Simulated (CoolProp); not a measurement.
500 sccm (0 °C, 1 atm) of nitrogen bubbles through liquid octamethylcyclotetrasiloxane (D4) at 345 K and leaves saturated at a total pressure of 0.0526 MPa (ideal gas phase). Each further row changes one setting.

Model: reference Helmholtz-energy equation of state, Thol 2015, in CoolProp.

```json
[
 {"case": "as stated", "vapour pressure (kPa)": "2.41", "mole fraction of vapour": "0.0458", "delivery (mg/min)": "318", "delivery (sccm)": "[?]", "change of delivery for a bath 1 K warmer (%)": "[?]"},
 {"case": "bath temperature 350 K", "vapour pressure (kPa)": "3.09", "mole fraction of vapour": "[?]", "delivery (mg/min)": "413", "delivery (sccm)": "[?]", "change of delivery for a bath 1 K warmer (%)": "5.3"},
 {"case": "total pressure 0.105 MPa", "vapour pressure (kPa)": "2.41", "mole fraction of vapour": "[?]", "delivery (mg/min)": "156", "delivery (sccm)": "11.8", "change of delivery for a bath 1 K warmer (%)": "5.3"}
]
```

### Question
Complete the blanks.

### Answer

- as stated, delivery (sccm): 24.0
- as stated, change of delivery for a bath 1 K warmer (%): 5.4
- bath temperature 350 K, mole fraction of vapour: 0.0588
- bath temperature 350 K, delivery (sccm): 31.2
- total pressure 0.105 MPa, mole fraction of vapour: 0.0230
